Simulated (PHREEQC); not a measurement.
**Metal-bearing waste water: an equilibrium model**

Consider water at 40 °C with 0.0048 mol/kgw MnSO4, 0.11 mol/kgw CuCl2, 0.00025 mol/kgw CO2 and 0.22 mol/kgw Na2SO4. Closed to the air; pH follows from the charge balance.

Computed with PHREEQC (ion-association model, phreeqc.dat).

This is a speciation only: nothing precipitates in the calculation.

Task: Estimate the pH, activity of water, density.

Result: pH 4.49; activity of water 0.985; density 1.032 g/cm³.

Task: In which forms is S present?

Result: SO4-2 56 %, NaSO4- 22 %, CuSO4 21 %, MnSO4 1.0 % of the S.

Complexes and solids missing from the database can't appear. Constants without temperature data keep their 25 °C values here.
